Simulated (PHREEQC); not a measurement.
0.25 g of hydrous ferric oxide (600 m²/g; 0.2 weak and 0.005 strong sites per Fe, Dzombak-Morel constants, diffuse double layer) in 1 kg of water with 0.3 mol/kgw of an inert sodium salt and 1.5e-05 mol Na2SO4 and 0.00031 mol CaCl2, at 25 °C; the pH is set by adding NaOH or the inert anion's acid. Oxygen alone is held at its pressure in air (log pO2 = -0.68). The system is closed to CO2. Nothing may precipitate in this run.

The series has 13 steps of pH, from 3 to 11.

Equilibrium calculation in PHREEQC: ion-association model, wateq4f.dat.

### Question
Near which pH is half of the S sorbed, and on which side is more sorbed?

### Answer
Near pH 5.3, with more sorbed at lower pH.

### Question
Near which pH is half of the Ca sorbed, and on which side is more sorbed?

### Answer
Near pH 9.6, with more sorbed at higher pH.

The oxide is taken as insoluble; below pH 4 it would dissolve.
